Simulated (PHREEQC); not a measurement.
A column of 0.2 m (30 cells, dispersivity 0.007 m, 3600 s a shift, diffusion coefficient 3e-10 m²/s) holds 0.071 eq of the database's cation exchanger X per kg of pore water, first in equilibrium with 0.0013 mol NaCl, 0.021 mol LiCl and 1e-05 mol HCl per kg of water. It is flushed with 0.066 mol MnCl2, 0.012 mol ZnSO4 and 1e-05 mol HCl per kg of water, at 15 °C. Values are for the last cell. No CO2 enters from the air. No solid was allowed to form.

The series has 31 steps of pore volumes, from 0 to 3.017.

The numbers come from PHREEQC with the ion-association model, phreeqc.dat.

**Question.** After how many pore volumes does Mn at the outlet first reach half of its feed value?

**Answer.** By 1.4 pore volumes.

**Question.** After how many pore volumes does S at the outlet first reach half of its feed value?

**Answer.** By 1.0 pore volumes.

**Question.** After how many pore volumes does Zn at the outlet first reach half of its feed value?

**Answer.** By 1.7 pore volumes.
